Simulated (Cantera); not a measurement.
A Cantera script and what it prints.

```python
import numpy as np
import cantera as ct

gas_names = """
    H HNO HNO2 HNO3 HO2 H2 H2O H2O2 N NH NH2 NH3 NH2OH NO NO2 NO3 N2 N2H2 N2H4 N2O O OH O2 O3 Si SiH
    SiH2 SiH3 SiH4 SiN SiO SiO2 Si2 Si2N Si3
""".split()
cond_names = """
    H2O(s) H2O(L) Si(cr) Si(L) SiO2(Lqz) SiO2(hqz) SiO2(L) Si2N2O(s) Si3N4(a)
""".split()


# ... load() reads the species with a 1 bar reference pressure and builds the phases ...
atoms = {
    'Si': {'Si': 1},
    'H2O': {'H': 2, 'O': 1},
    'N2': {'N': 2},
}
top_T = {'Si2N2O(s)': 2100, 'Si3N4(a)': 2400}  # K; cautious upper limits of use, not melting points


# ... equilibrate(T, P, feed) seeds the gas with the atoms and calls Mixture.equilibrate('TP', solver="vcs", rtol=1e-11, max_steps=5000) ...
results = []
feed = {'Si': 1, 'H2O': 0.03, 'N2': 31}  # mol
P = 10000  # Pa
for T in [1473, 1523, 1573, 1623, 1673, 1723, 1773, 1823, 1873, 1923, 1973, 2023]:
    mix = equilibrate(T, P, feed)
    results.append((T, P, feed, dict(zip(mix.species_names, mix.species_moles))))

top = {s: max(r[3][s] / sum(r[3][g] for g in gas_names) for r in results) for s in gas_names}
cols = sorted((s for s in top if top[s] > 0.0001), key=lambda s: -top[s])[:7]
seen = [c for c in cond_names if any(r[3].get(c, 0) > 1e-12 for r in results)]
print("log10 of partial pressures in bar; condensed amounts in mol")
print(f"{'T/K':>10s}" + "".join(f"{s[:9]:>10s}" for s in cols + seen))
for T, P, feed, n in results:
    ng = sum(n[g] for g in gas_names)
    print(f"{T:10.4g}" + "".join(f"{np.log10(max(n[s] / ng * P / 1e5, 1e-99)):10.3f}" for s in cols)
          + "".join(f"{n.get(c, 0):10.4g}" for c in seen))
```

It prints:

```
log10 of partial pressures in bar; condensed amounts in mol
       T/K        N2        H2       SiO        Si         H     Si(L) Si2N2O(s)  Si3N4(a)
      1473    -1.000    -4.006    -7.539   -10.634    -6.901         0   0.02999    0.3133
      1523    -1.000    -4.006    -6.867    -9.831    -6.639         0   0.02996    0.3133
      1573    -1.000    -4.006    -6.239    -9.079    -6.394         0   0.02982    0.3134
      1623    -1.000    -4.007    -5.650    -8.375    -6.164         0   0.02932    0.3136
      1673    -1.000    -4.008    -5.097    -7.713    -5.948         0   0.02757    0.3141
      1723    -1.001    -4.010    -4.578    -7.091    -5.744         0   0.02197     0.316
      1773    -1.001    -4.012    -4.088    -6.504    -5.552         0  0.005184    0.3216
      1823    -1.001    -4.015    -4.006    -5.950    -5.371         0         0    0.3232
      1873    -1.001    -4.020    -4.006    -5.427    -5.200         0         0    0.3228
      1923    -1.001    -4.027    -4.006    -4.931    -5.039         0         0    0.3218
      1973    -1.001    -4.046    -4.015    -4.501    -4.893    0.9567         0         0
      2023    -1.001    -4.058    -4.015    -4.245    -4.751    0.9468         0         0
```

Equilibrium computed with Cantera from the NASA thermochemical tables; the gas is ideal and each condensed phase is pure. N2 is the only nitrogen source here; it is nearly inert below about 1500 K, so the nitride shown seldom forms there in practice. Mutual solubility and eutectic melting of coexisting phases are not modelled. The tables' values for SiN are old estimates; treat these amounts as uncertain.
